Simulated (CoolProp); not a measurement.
Vapour-liquid equilibrium of acetone (1) + n-heptane (2) at 16.1 bar; x and y are mole fractions of (1).

Values from CoolProp's multi-fluid Helmholtz-energy mixture model, Lemmon 2006 and Span 2003; pair parameters Bell 2016.

| x | bubble temperature, mixture model (K) | bubble temperature, Raoult's law (K) | y, mixture model | y, Raoult's law |
|---|---|---|---|---|
| 0.05 | 495.1 | 498.4 | 0.119 | 0.126 |
| 0.15 | 480.3 | 488.8 | 0.318 | 0.328 |
| 0.25 | 469.2 | 480.6 | 0.461 | 0.482 |
| 0.35 | 461.2 | 473.4 | 0.563 | 0.602 |
| 0.45 | 455.2 | 467.1 | 0.641 | 0.699 |
| 0.55 | 450.8 | 461.4 | 0.704 | 0.777 |
| 0.65 | 447.4 | 456.2 | 0.762 | 0.842 |
| 0.75 | 444.8 | 451.5 | 0.818 | 0.897 |
| 0.85 | 442.8 | 447.2 | 0.880 | 0.943 |
| 0.95 | 441.6 | 443.2 | 0.955 | 0.982 |

The largest gap from Raoult's law is -12.2 K in bubble temperature, at x = 0.35. No azeotrope shows between x = 0.05 and 0.95.

Pair parameters are fitted to limited data, so mixtures are less certain than the pure fluids.
